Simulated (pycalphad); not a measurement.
## Effect of Al content in Mg-Si-Al

Source of the numbers: pycalphad with the COST 507 light-alloy database (1999); pressure 1 atm. The database dates from 1999; later assessments differ in places, in temperatures and in the compounds included. Amounts are mole fractions of atoms. Diffusion is slow at the low end, where real alloys seldom reach equilibrium.

| alloy | liquidus (°C) | first solid | solidus (°C) | phases at 127 °C |
|---|---|---|---|---|
| Mg-0.34Si-0.06Al (at.%) | 647 | HCP_A3 | 638 | HCP_A3 0.99, MG2SI 0.01 |
| Mg-0.34Si-0.16Al (at.%) | 646 | HCP_A3 | 636 | HCP_A3 0.99, MG2SI 0.01 |
| Mg-0.34Si-0.22Al (at.%) | 646 | HCP_A3 | 635 | HCP_A3 0.99, MG2SI 0.01 |
| Mg-0.34Si-0.33Al (at.%) | 645 | HCP_A3 | 633 | HCP_A3 0.99, MG2SI 0.01 |
| Mg-0.34Si-0.44Al (at.%) | 644 | HCP_A3 | 631 | HCP_A3 0.99, MG2SI 0.01 |
| Mg-0.34Si-0.66Al (at.%) | 643 | HCP_A3 | 626 | HCP_A3 0.99, MG2SI 0.01 |

Database names, with the compositions (at.%) that they take in these runs: MG2SI: Mg 67 Si 33. HCP_A3 is hcp.
